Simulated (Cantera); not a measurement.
## SiH2Cl2 + N2 (silicon nitride deposition)

Input: 1 mol SiH2Cl2, 3.2 mol N2, held at 1900 °C and 0.530 bar.

These are equilibrium values from Cantera (NASA tables, ideal gas, pure condensed phases), not measurements of a reactor. Candidate condensed phases: NH4Cl, Si, Si3N4; 28 gas species. The tables' values for SiCl3, SiCl, SiN are old estimates; treat these amounts as uncertain. Gases not in the tables: Si2H6 and higher silanes. Rates play no part.

| Item | Result |
|---|---|
| x(N2) | 0.614 |
| x(H2) | 0.141 |
| x(SiCl2) | 0.136 |
| x(HCl) | 0.0985 |
| x(SiCl3) | 0.00341 |
| x(H) | 0.00249 |
| x(SiCl) | 0.00140 |
| x(Cl) | 0.00127 |
| x(Si) | 0.000534 |
| n(Si(l)) | 0.261 mol |
| gas amount | 5.207 mol |
